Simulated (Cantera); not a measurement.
## Ammonia decomposition in nitride growth gas

An isothermal, constant-pressure homogeneous reactor starts with NH₃ : N₂ = 1 : 0.16 (molar parts), at 2350 K and 0.247 atm.

Computed with Cantera and the gas-phase N/H chemistry of the illustrative SiF4/NH3 mechanism in the Surface Chemkin manual (1991). Walls and surfaces, which speed up NH3 decomposition in real reactors, are not modelled.

```json
[
 {"t (s)": "4.00e-6", "x NH₃": "0.861", "x H₂": "0.000226", "x N": "3.73e-10", "x NH₂": "0.000456", "x NH": "3.90e-7"},
 {"t (s)": "1.31e-5", "x NH₃": "0.860", "x H₂": "0.000767", "x N": "1.51e-8", "x NH₂": "0.00149", "x NH": "5.86e-6"},
 {"t (s)": "4.29e-5", "x NH₃": "0.855", "x H₂": "0.00316", "x N": "1.71e-7", "x NH₂": "0.00426", "x NH": "3.95e-5"},
 {"t (s)": "0.000141", "x NH₃": "0.835", "x H₂": "0.0180", "x N": "8.89e-7", "x NH₂": "0.00615", "x NH": "7.78e-5"},
 {"t (s)": "0.000461", "x NH₃": "0.771", "x H₂": "0.0695", "x N": "2.80e-6", "x NH₂": "0.00532", "x NH": "9.50e-5"},
 {"t (s)": "0.00151", "x NH₃": "0.606", "x H₂": "0.203", "x N": "6.00e-6", "x NH₂": "0.00402", "x NH": "0.000109"},
 {"t (s)": "0.00494", "x NH₃": "0.309", "x H₂": "0.443", "x N": "8.61e-6", "x NH₂": "0.00238", "x NH": "9.98e-5"},
 {"t (s)": "0.0162", "x NH₃": "0.0519", "x H₂": "0.650", "x N": "1.01e-5", "x NH₂": "0.000706", "x NH": "5.93e-5"},
 {"t (s)": "0.0530", "x NH₃": "8.01e-5", "x H₂": "0.679", "x N": "3.89e-6", "x NH₂": "6.71e-6", "x NH": "3.61e-6"},
 {"t (s)": "0.174", "x NH₃": "3.80e-6", "x H₂": "0.677", "x N": "2.94e-7", "x NH₂": "3.71e-7", "x NH": "2.34e-7"},
 {"t (s)": "0.569", "x NH₃": "1.19e-6", "x H₂": "0.677", "x N": "9.22e-8", "x NH₂": "1.17e-7", "x NH": "7.34e-8"},
 {"t (s)": "1.86", "x NH₃": "9.44e-7", "x H₂": "0.677", "x N": "7.31e-8", "x NH₂": "9.23e-8", "x NH": "5.81e-8"},
 {"t (s)": "6.11", "x NH₃": "9.43e-7", "x H₂": "0.677", "x N": "7.30e-8", "x NH₂": "9.22e-8", "x NH": "5.81e-8"},
 {"t (s)": "20.0", "x NH₃": "9.43e-7", "x H₂": "0.677", "x N": "7.30e-8", "x NH₂": "9.22e-8", "x NH": "5.81e-8"}
]
```
x: mole fraction; the columns are a selection and need not sum to one.

Equilibrium at this temperature and pressure: NH₃ 9.43e-7, H₂ 0.677, N 7.30e-8, NH₂ 9.22e-8, NH 5.81e-8 (gas phase only).
